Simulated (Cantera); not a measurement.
Mixture: 17.1 % H2, 17.4 % O2, 65.5 % N2, at 5.03 atm, adiabatic and at constant pressure. Ignition delay is the time to a rise of 400 K.

Detailed kinetics in Cantera: GRI-Mech 3.0 (53 species, 325 reactions). The hydrogen kinetics of GRI-Mech 3.0 are dated; newer H2 mechanisms differ, most at raised pressure. Below about 950 K walls govern HO2 and H2O2 in real vessels.

Problem. Predict: delay at 925 K; delay at 1000 K; delay at 1075 K; delay at 1150 K; delay at 1225 K; delay at 1300 K; delay at 1375 K; apparent activation energy between 1225 and 1375 K.

Solution. 
```json
{
  "delay at 925 K": "0.120 s",
  "delay at 1000 K": "14.9 ms",
  "delay at 1075 K": "1.63 ms",
  "delay at 1150 K": "43.8 µs",
  "delay at 1225 K": "12.6 µs",
  "delay at 1300 K": "7.21 µs",
  "delay at 1375 K": "4.95 µs",
  "apparent activation energy between 1225 and 1375 K": "87 kJ/mol"
}
```
